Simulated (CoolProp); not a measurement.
CF4 (R14) along the isobar 0.509 MPa: density (kg/m³) from the reference equation and from simpler models built on Tc = 227.4 K, pc = 3.762 MPa, ω = 0.178; each cubic takes its own stable root.

The numbers come from the reference Helmholtz-energy equation of state, Platzer 1990 in CoolProp. This equation is an older, rougher fit; its heat capacities, sound speeds and derivatives of the liquid may be far off and weren't checked against measurements.

```tsv
T (K)	phase	reference	van der Waals	Redlich-Kwong	Soave-Redlich-Kwong	Peng-Robinson
136.3	liquid	1651	1081	1592	1621	1829
169.3	liquid	1466	34.87	36.01	1418	1608
202.3	gas	28.61	28.21	28.56	28.63	28.81
235.3	gas	23.91	23.80	23.92	23.91	24.03
268.3	gas	20.65	20.64	20.67	20.63	20.72
301.3	gas	18.21	18.25	18.24	18.19	18.26
334.3	gas	16.31	16.36	16.35	16.29	16.35
367.3	gas	14.78	14.84	14.82	14.77	14.81
400.3	gas	13.52	13.58	13.56	13.51	13.54
433.3	gas	12.46	12.52	12.50	12.46	12.48
```

At some of these states van der Waals, Redlich-Kwong gives the other phase, because its saturation line lies elsewhere.
